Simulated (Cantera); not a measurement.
A closed system holds: 1 mol SiCl4, 0.59 mol NO, 4.6 mol N2, equilibrated at 1225 K and 7.50 Torr.

These are equilibrium values from Cantera (NASA tables, ideal gas, pure condensed phases), not measurements of a reactor. Candidate condensed phases: Si, SiO2, Si2N2O, Si3N4; 23 gas species. The tables hold silica as quartz up to 1696 K and as liquid above; real silica turns to tridymite and cristobalite and melts near 1996 K. The numbers say what is thermodynamically allowed, not how fast it happens.

Base state: N2 0.784, SiCl4 0.113, Cl2 0.0855, Cl 0.0179 (mole fractions); condensed: SiO2(β-quartz).

Problem. What changes in the equilibrium state with this change: pressure from 7.50 Torr to 0.120 Torr?

Solution. 
| species | before | after |
|---|---|---|
| N2 | 0.784 | 0.752 |
| SiCl4 | 0.113 | 0.108 |
| Cl | 0.0179 | 0.0983 |
| Cl2 | 0.0855 | 0.0415 |
| SiCl3 | 9.69e-7 | 1.05e-5 |
| SiO2(β-quartz), mol | 0.295 | 0.295 |
The tables' values for SiCl3 are old estimates; treat these amounts as uncertain.

Problem. What changes in the equilibrium state with this change: SiCl4 replaced by SiH2Cl2?

Solution. 
```csv
species,before,after
N2,0.784,0.694
HCl,0,0.287
H2,0,0.0126
SiCl4,0.113,0.00616
Cl2,0.0855,1.26e-8
Cl,0.0179,6.86e-6
SiCl2,<1e-9,2.43e-5
SiCl3,9.69e-7,0.000138
"SiO2(β-quartz), mol",0.295,0.0735
"Si2N2O(s), mol",0,0.443
```
Mutual solubility and eutectic melting of coexisting phases are not modelled. The tables' values for SiCl3 are old estimates; treat these amounts as uncertain. Further candidate phases: H2O, NH4Cl.

Problem. What changes in the equilibrium state with this change: temperature from 1225 K to 625 K?

Solution. 
| species | before | after |
|---|---|---|
| N2 | 0.784 | 0.791 |
| SiCl4 | 0.113 | 0.114 |
| Cl2 | 0.0855 | 0.0953 |
| Cl | 0.0179 | 1.62e-7 |
| SiO2(β-quartz), mol | 0.295 | 0 |
| SiO2(α-quartz), mol | 0 | 0.295 |
